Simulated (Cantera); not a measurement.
A Cantera script and its output.

```python
import numpy as np
import cantera as ct

gas = ct.Solution("gri30.yaml")
gas.TPX = 1648, 410, {'CH4': 1, 'N2': 49}
reactor = ct.IdealGasConstPressureReactor(gas, energy="off", clone=False)
net = ct.ReactorNet([reactor])
net.rtol, net.atol = 1e-08, 1e-18
show = ['CH4', 'H', 'HCN', 'C2H4', 'CH3', 'C2H']
times = np.geomspace(1e-05, 6, 15)

steps = ct.SolutionArray(gas, extra=["t"])
rows = []
print(f"{'t/s':>10s}{'T/K':>9s}{'P/Pa':>11s}" + "".join(f"{s:>11s}" for s in show))
for t in times:
    while net.time < t:
        t_next = net.step()
        steps.append(gas.state, t=t_next)
    rows.append([np.interp(t, steps.t, y) for y in (steps.T, steps.P, *steps(*show).X.T)])
    print(f"{t:10.3e}{rows[-1][0]:9.1f}{rows[-1][1]:11.4g}" + "".join(f"{x:11.3e}" for x in rows[-1][2:]))
rate = np.gradient(steps.T, steps.t)
print("integrator steps:", len(steps.t))
if steps.T.max() > steps.T[0] + 200:
    print(f"time of steepest temperature rise: {steps.t[rate.argmax()]:.4e} s")
gas.TPX = 1648, 410, {'CH4': 1, 'N2': 49}
gas.equilibrate("TP")
print(f"equilibrium (TP): T = {gas.T:.1f} K  " + "  ".join(f"{s} {gas[s].X[0]:.3e}" for s in show))
```

Result:

```
       t/s      T/K       P/Pa        CH4          H        HCN       C2H4        CH3        C2H
 1.000e-05   1648.0        410  2.000e-02  3.957e-09  1.995e-21  5.541e-19  4.050e-09  1.134e-34
 2.587e-05   1648.0        410  2.000e-02  1.005e-08  3.128e-20  9.123e-18  1.067e-08  2.854e-32
 6.690e-05   1648.0        410  2.000e-02  2.479e-08  4.078e-19  1.387e-16  2.879e-08  6.182e-30
 1.731e-04   1648.0        410  2.000e-02  5.693e-08  4.377e-18  2.456e-15  8.164e-08  1.493e-27
 4.476e-04   1648.0        410  2.000e-02  1.109e-07  4.032e-17  6.746e-14  2.475e-07  4.505e-25
 1.158e-03   1648.0        410  2.000e-02  1.593e-07  3.504e-16  2.334e-12  7.677e-07  1.494e-22
 2.995e-03   1648.0        410  2.000e-02  1.705e-07  2.867e-15  6.667e-11  2.227e-06  3.522e-20
 7.746e-03   1648.0        410  1.999e-02  1.711e-07  2.212e-14  1.446e-09  6.030e-06  5.748e-18
 2.004e-02   1648.0        410  1.998e-02  1.742e-07  1.822e-13  2.710e-08  1.586e-05  7.637e-16
 5.182e-02   1648.0        410  1.996e-02  1.966e-07  1.963e-12  4.753e-07  4.122e-05  9.259e-14
 1.340e-01   1648.0        410  1.988e-02  3.518e-07  2.469e-11  7.870e-06  1.062e-04  9.625e-12
 3.467e-01   1648.0        410  1.944e-02  1.517e-06  7.091e-10  1.131e-04  2.634e-04  4.449e-10
 8.968e-01   1648.0        410  1.609e-02  1.069e-05  4.377e-08  7.223e-04  4.635e-04  9.762e-09
 2.320e+00   1648.0        410  8.107e-03  3.437e-05  6.862e-07  2.657e-04  3.019e-04  4.753e-08
 6.000e+00   1648.0        410  2.706e-03  6.136e-05  2.896e-06  3.305e-05  1.296e-04  8.796e-08
integrator steps: 698
equilibrium (TP): T = 1648.0 K  CH4 1.317e-07  H 2.397e-04  HCN 1.752e-02  C2H4 9.171e-09  CH3 2.188e-08  C2H 3.680e-08
```

Computed with Cantera and GRI-Mech 3.0 (53 species, 325 reactions). GRI-Mech 3.0 stops at C3 and has no aromatics, soot or wall deposition, so with more carbon than oxygen in the feed, carbon stays in small species such as C2H2 where larger ones or solid carbon would form. Radical loss at walls, strong at low pressure, is not modelled.
